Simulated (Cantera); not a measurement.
A Cantera script and what it prints.

```python
import numpy as np
import cantera as ct

gas_names = """
    CL CL2 N N2 Si SiCL SiCL2 SiCL3 SiCL4 SiN Si2 Si2N Si3
""".split()
cond_names = """
    Si(cr) Si(L) Si3N4(a)
""".split()


# ... load() reads the species with a 1 bar reference pressure and builds the phases ...
atoms = {
    'Si2Cl6': {'Si': 2, 'CL': 6},
    'Cl2': {'CL': 2},
    'N2': {'N': 2},
}
top_T = {'Si3N4(a)': 2400}  # K; cautious upper limits of use, not melting points


# ... equilibrate(T, P, feed) seeds the gas with the atoms and calls Mixture.equilibrate('TP', solver="vcs", rtol=1e-11, max_steps=5000) ...
results = []
feed = {'Si2Cl6': 1, 'Cl2': 0.46, 'N2': 190}  # mol
T = 1475  # K
P = 10000  # Pa
mix = equilibrate(T, P, feed)
results.append((T, P, feed, dict(zip(mix.species_names, mix.species_moles))))
print(gas.report(threshold=1e-05))
for i in range(1, mix.n_phases):
    print(f"{mix.phase(i).name:16s} {mix.phase_moles(i):12.5e} mol")
```

It prints:

```
       temperature   1475 K
          pressure   10000 Pa
           density   0.023884 kg/m^3
  mean mol. weight   29.291 kg/kmol
   phase of matter   gas

                          1 kg             1 kmol
                     ---------------   ---------------
          enthalpy        1.1188e+06        3.2772e+07  J
   internal energy        7.0015e+05        2.0508e+07  J
           entropy            8988.4        2.6328e+05  J/K
    Gibbs function       -1.2139e+07       -3.5557e+08  J
 heat capacity c_p            1205.1             35299  J/K
 heat capacity c_v            921.25             26985  J/K

                      mass frac. Y      mole frac. X     chem. pot. / RT
                     ---------------   ---------------   ---------------
                CL        4.4191e-05        3.6514e-05            -24.66
                N2           0.94639           0.98955           -28.274
             SiCL2         0.0063361          0.001875           -61.478
             SiCL3         0.0087729         0.0019115           -86.138
             SiCL4          0.038452         0.0066298            -110.8
     [   +8 minor]        1.5255e-07        6.3975e-08

Si(cr)            0.00000e+00 mol
Si3N4(a)          0.00000e+00 mol
```

Cantera equilibrium calculation (NASA polynomials, part measured and part estimated; ideal gas, pure solids and liquids). The feed counts by its element totals alone. The tables' values for SiCl3 are old estimates; treat these amounts as uncertain.
